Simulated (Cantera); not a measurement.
Input: 1 mol SiC, 2.7 mol N2O, 120 mol N2, equilibrated at 101000 Pa.

Method: chemical equilibrium by Gibbs-energy minimisation in Cantera with the NASA 1993 tables (ideal gas, pure condensed phases). Candidate condensed phases: C, Si, SiC, SiO2, Si2N2O, Si3N4; 34 gas species. Mutual solubility and eutectic melting of coexisting phases are not modelled. The tables hold silica as quartz up to 1696 K and as liquid above; real silica turns to tridymite and cristobalite and melts near 1996 K. The numbers say what is thermodynamically allowed, not how fast it happens.

Q: What share of the Si ends up in condensed phases as a function of T (K), at 1098, 1248, 1398, 1548, 1698, 1848, 1998, 2148?

A: 
| T (K) | Si condensed (%) | as |
|---|---|---|
| 1098 | 100.0 | SiO2(β-quartz) |
| 1248 | 100.0 | SiO2(β-quartz) + Si2N2O(s) |
| 1398 | 100.0 | SiO2(β-quartz) + Si2N2O(s) |
| 1548 | 99.9 | SiO2(β-quartz) + Si2N2O(s) |
| 1698 | 97.1 | SiO2(condensed) + Si2N2O(s) |
| 1848 | 69.9 | SiO2(condensed) |
| 1998 | 69.4 | SiO2(l) |
| 2148 | 65.8 | SiO2(l) |
